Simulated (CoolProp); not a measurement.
n-dodecane along the isotherm 620 K: Z from the reference equation and from simpler models built on Tc = 658.1 K, pc = 1.818 MPa, ω = 0.574; each cubic takes its own stable root.

Values from CoolProp's reference Helmholtz-energy equation of state, Lemmon 2004. It is a short technical equation, of lower accuracy than the large ones.

| p (MPa) | phase | reference |
|---|---|---|
| 0.649 | gas | 0.7953 |
| 1.3 | liquid | 0.09948 |
| 1.95 | liquid | 0.1450 |
| 2.6 | liquid | 0.1892 |
| 3.25 | liquid | 0.2324 |
| 3.89 | liquid | 0.2741 |
| 4.54 | liquid | 0.3158 |
| 5.19 | liquid | 0.3569 |
| 5.84 | liquid | 0.3974 |
| 6.49 | liquid | 0.4375 |
| 7.14 | liquid | 0.4772 |
| 7.79 | liquid | 0.5165 |
| 8.44 | liquid | 0.5554 |
| 9.09 | liquid | 0.5940 |

Task: How far does each simpler model (van der Waals, Redlich-Kwong, Soave-Redlich-Kwong) lie from the reference over these 14 states: mean and median of the absolute difference, and the worst?

Result: 
- van der Waals: mean 93.4 %, median 60.4 %, worst +549.3 % at 620 K and 1.3 MPa
- Redlich-Kwong: mean 25.3 %, median 23.8 %, worst +46.2 % at 620 K and 1.3 MPa
- Soave-Redlich-Kwong: mean 20.1 %, median 20.0 %, worst +30.0 % at 620 K and 1.3 MPa

At some of these states van der Waals gives the other phase, because its saturation line lies elsewhere.
